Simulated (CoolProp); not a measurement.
Vapour-liquid equilibrium of n-heptane (1) + m-xylene (2) at 86.95 °C; x and y are mole fractions of (1).

Computed with CoolProp (multi-fluid Helmholtz-energy mixture model, Span 2003 and Zhou 2012; pair parameters Bell 2016).

```
x     bubble pressure (bar)  y at the bubble point  dew pressure at overall composition x (bar)  liquid density (mol/L)
----  ---------------------  ---------------------  -------------------------------------------  ----------------------
0.05                 0.2337             (withheld)                                   (withheld)                   7.506
0.2              (withheld)                  0.512                                       0.2341                   7.285
0.35                 0.4113                  0.671                                       0.2726              (withheld)
0.5                  0.4844                  0.775                                   (withheld)                   6.867
0.65                 0.5537                  0.855                                       0.3987                   6.670
0.8                  0.6221                  0.922                                       0.5045                   6.480
0.95                 0.6915                  0.981                                       0.6539              (withheld)
```

### Question
Complete the blanks.

### Answer

- 0.05, y at the bubble point: 0.198
- 0.05, dew pressure at overall composition x (bar): 0.2047
- 0.2, bubble pressure (bar): 0.3300
- 0.35, liquid density (mol/L): 7.071
- 0.5, dew pressure at overall composition x (bar): 0.3250
- 0.95, liquid density (mol/L): 6.297

No azeotrope shows between x = 0.05 and 0.95.

The pair parameters rest on a limited set of measurements; away from them the model extrapolates.
